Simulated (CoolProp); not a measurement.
100 sccm (0 °C, 1 atm) of nitrogen bubbles through liquid n-hexane at 297.8 K and leaves saturated at a total pressure of 0.15 MPa (ideal gas phase). Each further row changes one setting.

The numbers come from the reference Helmholtz-energy equation of state, Thol 2019 in CoolProp.

```json
[
 {"case": "as stated", "vapour pressure (kPa)": "19.9", "mole fraction of vapour": "0.132", "delivery (mg/min)": "58.7", "delivery (sccm)": "15.3", "change of delivery for a bath 1 K warmer (%)": "5.1"},
 {"case": "bath temperature 302.8 K", "vapour pressure (kPa)": "24.6", "mole fraction of vapour": "0.164", "delivery (mg/min)": "75.4", "delivery (sccm)": "19.6", "change of delivery for a bath 1 K warmer (%)": "5.1"},
 {"case": "total pressure 0.3 MPa", "vapour pressure (kPa)": "19.9", "mole fraction of vapour": "0.0662", "delivery (mg/min)": "27.3", "delivery (sccm)": "7.09", "change of delivery for a bath 1 K warmer (%)": "4.8"}
]
```
